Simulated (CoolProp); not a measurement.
n-pentane at several states: fugacity coefficient from the reference equation and from simpler models built on Tc = 469.7 K, pc = 3.368 MPa, ω = 0.251; each cubic takes its own stable root.

The numbers come from the reference Helmholtz-energy equation of state, Thol 2019 in CoolProp.

```json
[
 {"T (K)": "353.5", "p (MPa)": "1.48", "phase": "liquid", "reference": "0.2375", "van der Waals": "0.5649", "Soave-Redlich-Kwong": "0.2422"},
 {"T (K)": "471.9", "p (MPa)": "0.134", "phase": "gas", "reference": "0.9866", "van der Waals": "0.9883", "Soave-Redlich-Kwong": "0.9867"},
 {"T (K)": "189.6", "p (MPa)": "0.0408", "phase": "liquid", "reference": "0.001706", "van der Waals": "0.4560", "Soave-Redlich-Kwong": "0.001635"},
 {"T (K)": "168.1", "p (MPa)": "0.0294", "phase": "liquid", "reference": "0.0001689", "van der Waals": "0.2209", "Soave-Redlich-Kwong": "0.0001637"}
]
```
